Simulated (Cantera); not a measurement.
A perfectly stirred reactor is fed with 4.00 % CH4, 0.800 % C2H6, 20.0 % O2, 75.2 % N2, at 0.390 bar; it is adiabatic with a 675 K inlet, and is followed from long to short residence time, starting on the burning branch (τ in s: 0.46, 0.12, 0.03, 0.0078, 0.002, 0.00052, 0.00013, 3.4e-05, 8.9e-06).

Computed with Cantera and GRI-Mech 3.0 (53 species, 325 reactions).

x: mole fraction; the columns are a selection and need not sum to one.

```json
[
 {"τ (s)": "0.46", "T (K)": "1855", "x CH4": "2.61e-6", "x C2H6": "1.07e-7", "x O2": "0.0912", "x NO2": "[?]", "x C2H": "2.26e-10", "x CH2": "1.53e-8"},
 {"τ (s)": "0.12", "T (K)": "1846", "x CH4": "6.29e-6", "x C2H6": "2.89e-7", "x O2": "0.0912", "x NO2": "[?]", "x C2H": "5.20e-10", "x CH2": "4.68e-8"},
 {"τ (s)": "0.030", "T (K)": "1825", "x CH4": "1.52e-5", "x C2H6": "7.47e-7", "x O2": "0.0912", "x NO2": "[?]", "x C2H": "9.22e-10", "x CH2": "1.34e-7"},
 {"τ (s)": "0.0078", "T (K)": "1787", "x CH4": "3.72e-5", "x C2H6": "1.88e-6", "x O2": "0.0915", "x NO2": "[?]", "x C2H": "1.19e-9", "x CH2": "3.40e-7"},
 {"τ (s)": "0.0020", "T (K)": "1721", "x CH4": "0.000104", "x C2H6": "5.24e-6", "x O2": "0.0928", "x NO2": "[?]", "x C2H": "1.21e-9", "x CH2": "8.03e-7"},
 {"τ (s)": "0.00052", "T (K)": "1623", "x CH4": "0.000388", "x C2H6": "1.90e-5", "x O2": "0.0973", "x NO2": "[?]", "x C2H": "1.32e-9", "x CH2": "2.09e-6"},
 {"τ (s)": "0.00013", "T (K)": "675", "x CH4": "0.0400", "x C2H6": "0.00800", "x O2": "0.200", "x NO2": "<1e-12", "x C2H": "<1e-12", "x CH2": "<1e-12"},
 {"τ (s)": "3.4e-5", "T (K)": "675", "x CH4": "0.0400", "x C2H6": "0.00800", "x O2": "0.200", "x NO2": "<1e-12", "x C2H": "<1e-12", "x CH2": "<1e-12"},
 {"τ (s)": "8.9e-6", "T (K)": "675", "x CH4": "0.0400", "x C2H6": "0.00800", "x O2": "0.200", "x NO2": "<1e-12", "x C2H": "<1e-12", "x CH2": "<1e-12"}
]
```

Problem. What belongs in the gaps?

Solution. 
- 0.46, x NO2: 5.84e-8
- 0.12, x NO2: 2.77e-8
- 0.030, x NO2: 1.17e-8
- 0.0078, x NO2: 4.93e-9
- 0.0020, x NO2: 2.35e-9
- 0.00052, x NO2: 1.11e-9
